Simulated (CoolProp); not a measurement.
Vapour-liquid equilibrium of methanol (1) + acetone (2) at 18.6 bar; x and y are mole fractions of (1).

Values from CoolProp's multi-fluid Helmholtz-energy mixture model, de Reuck 1993 and Lemmon 2006; pair parameters Bell 2016.

Give the bubble temperature and the first vapour's composition at x = 0.05, 0.5, 0.65. Is there an azeotrope?

x = 0.05: 174.4 °C, y = 0.070; x = 0.5: 164.0 °C, y = 0.547; x = 0.65: 162.6 °C, y = 0.675. y crosses x between x = 0.8 and 0.95: the model has an azeotrope there.

Pair parameters are fitted to limited data, so mixtures are less certain than the pure fluids.
